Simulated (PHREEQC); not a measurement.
Dissolve 1.2 mmol/kgw Li2CO3, 1.6 mmol/kgw Na2CO3 and 0.08 mmol/kgw NaCl at 70 °C. Closed to the air; pH follows from the charge balance.

Computed with PHREEQC (ion-association model, wateq4f.dat).

pH: 9.91
ionic strength: 0.00648 mol/kgw
total alkalinity: 5.60 meq/kg

```
species  molality  activity   log γ
-------  --------  --------  ------
Na+       0.00297   0.00271  -0.040
Li+       0.00240   0.00220  -0.039
OH-       0.00139   0.00126  -0.041
HCO3-     0.00138   0.00127  -0.039
CO3-2     0.00111  0.000772  -0.157
NaCO3-   0.000306  0.000280  -0.039
Cl-       8.00e-5   7.28e-5  -0.041
NaHCO3    1.93e-6   1.93e-6   0.001
CO2       3.14e-7   3.14e-7   0.001
```

This is a speciation only: nothing precipitates in the calculation. Species that the database lacks are ignored. At this temperature some constants are extrapolated from 25 °C, and those without enthalpy data are left unchanged.
